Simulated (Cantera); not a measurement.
Oxide etching and cleaning by halides: SiO₂ + SiCl₄ + N₂

Charge: 1 mol SiO₂, 0.41 mol SiCl₄, 0.94 mol N₂, equilibrated at 1298 K and 1000 Pa.

Equilibrium computed with Cantera from the NASA thermochemical tables; the gas is ideal and each condensed phase is pure. Candidate condensed phases: Si, SiO₂, Si₂N₂O, Si₃N₄; 23 gas species. The tables' values for SiCl₃ are old estimates; treat these amounts as uncertain. The tables hold silica as quartz up to 1696 K and as liquid above; real silica turns to tridymite and cristobalite and melts near 1996 K. Rates play no part.

x(N₂): 0.696
x(SiCl₄): 0.303
x(SiCl₃): 0.000655
x(Cl): 0.000620
x(Cl₂): 2.59e-5
x(SiCl₂): 8.46e-6
n(SiO₂(β-quartz)): 1.00 mol
gas amount: 1.351 mol
log10 activity of Si(s) (absent): -9.17
